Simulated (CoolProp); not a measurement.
Vapour-liquid equilibrium of R13 (1) + n-butane (2) at -62.95 °C; x and y are mole fractions of (1).

The numbers come from the multi-fluid Helmholtz-energy mixture model, Platzer 1990 and Bücker 2006; pair parameters Bell 2016 in CoolProp. This equation is an older, rougher fit; its heat capacities, sound speeds and derivatives of the liquid may be far off and weren't checked against measurements.

Give the bubble pressure and the first vapour's composition at x = 0.2, 0.5, 0.8. Is there an azeotrope?

x = 0.2: 96.53 kPa, y = 0.962; x = 0.5: 159.7 kPa, y = 0.981; x = 0.8: 205.0 kPa, y = 0.991. No azeotrope shows between x = 0.05 and 0.95.

Pair parameters are fitted to limited data, so mixtures are less certain than the pure fluids. With so large a gap from Raoult's law the liquid may split in two, which this calculation doesn't test in full.
